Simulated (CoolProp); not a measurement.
A simple Rankine cycle with R1224YDZ: condensing at 306.15 K, boiler at 2.54 MPa, turbine inlet 418.4 K, turbine efficiency 0.8, pump efficiency 0.6, no recuperator. Each further row changes one setting.

Model: reference Helmholtz-energy equation of state, Akasaka 2023, in CoolProp.

```tsv
case	thermal efficiency (%)	net work (kJ/kg)	heat in (kJ/kg)	turbine exit temperature (K)	volume ratio over the turbine
as stated	14.4	31.9	222	340.9	17.3
turbine inlet 438.4 K	14.5	36.4	251	368.2	15.2
condensing temperature 298.15 K	15.4	35.7	231	335.4	22.7
boiler pressure 1.78 MPa	13.2	31.6	240	361.3	10.1
turbine efficiency 0.7	12.4	27.5	222	345.9	17.6
```
